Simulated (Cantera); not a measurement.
A closed system holds: 1 mol Cu, 0.066 mol H2O, 24 mol CO, equilibrated at 64000 Pa.

Cantera equilibrium calculation (NASA polynomials, part measured and part estimated; ideal gas, pure solids and liquids). Candidate condensed phases: C, C6H6, C7H8, C8H18, Cu, CuO, Cu(OH)2, Cu2O, H2O; 113 gas species. Equilibrium is a limit: real reactors are often held back by kinetics, nucleation or transport.

x: gas mole fraction; n: condensed amount in mol.

| T (K) | x CO2 | x CO | x H2O | x H2 | n C(graphite) | n Cu(s) |
|---|---|---|---|---|---|---|
| 700 | 0.975 | 0.0194 | 0.00455 | 0.000854 | 11.9 | 1.00 |
| 750 | 0.943 | ? | ? | ? | 11.7 | 1.00 |
| 800 | 0.877 | 0.118 | 0.00328 | 0.00186 | 11.2 | 1.00 |
| 850 | ? | ? | ? | ? | 10.4 | 1.00 |
| 900 | 0.589 | 0.406 | 0.00168 | 0.00267 | 8.90 | 1.00 |
| 950 | 0.392 | 0.605 | 0.00101 | 0.00280 | 6.74 | 1.00 |
| 1000 | 0.219 | 0.777 | 0.000548 | 0.00279 | 4.28 | 1.00 |
| 1050 | 0.108 | 0.889 | 0.000284 | 0.00275 | 2.29 | 1.00 |
| 1100 | 0.0506 | 0.947 | 0.000148 | 0.00273 | 1.10 | 1.00 |

Problem. Complete the blanks.

Solution. 
- 850, x CO2: 0.760
- 850, x CO: 0.235
- 850, x H2O: 0.00248
- 850, x H2: 0.00234
- 750, x CO: 0.0515
- 750, x H2O: 0.00399
- 750, x H2: 0.00133
